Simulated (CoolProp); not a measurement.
Vapour-liquid equilibrium of ethane (1) + n-perfluorobutane (2) at 9.95 °C; x and y are mole fractions of (1).

Values from CoolProp's multi-fluid Helmholtz-energy mixture model, Bücker 2006 and Gao 2022; pair parameters Bell 2016.

| x | bubble pressure, mixture model (bar) | bubble pressure, Raoult's law (bar) | y, mixture model | y, Raoult's law |
|---|---|---|---|---|
| 0.05 | 3.445 | 3.027 | [?] | 0.498 |
| 0.15 | [?] | 5.881 | 0.772 | 0.769 |
| 0.25 | 10.69 | 8.735 | 0.845 | 0.863 |
| 0.35 | 13.63 | 11.59 | 0.878 | 0.910 |
| 0.45 | 16.07 | 14.44 | 0.898 | 0.939 |
| 0.55 | 18.19 | 17.30 | 0.913 | 0.958 |
| 0.65 | 20.23 | 20.15 | [?] | 0.972 |
| 0.75 | 22.46 | 23.00 | [?] | 0.983 |
| 0.85 | [?] | 25.86 | 0.960 | 0.991 |
| 0.95 | 28.28 | 28.71 | 0.985 | 0.997 |

Problem. Fill in the missing entries.

Solution. 
- 0.05, y, mixture model: 0.528
- 0.15, bubble pressure, mixture model (bar): 7.216
- 0.65, y, mixture model: 0.926
- 0.75, y, mixture model: 0.941
- 0.85, bubble pressure, mixture model (bar): 25.08

The largest gap from Raoult's law is +22.7 % in bubble pressure, at x = 0.15. No azeotrope shows between x = 0.05 and 0.95.

Pair parameters are fitted to limited data, so mixtures are less certain than the pure fluids. The gap from Raoult's law changes sign with composition, which may be real or a fault of the pair parameters; it wasn't checked against measurements.
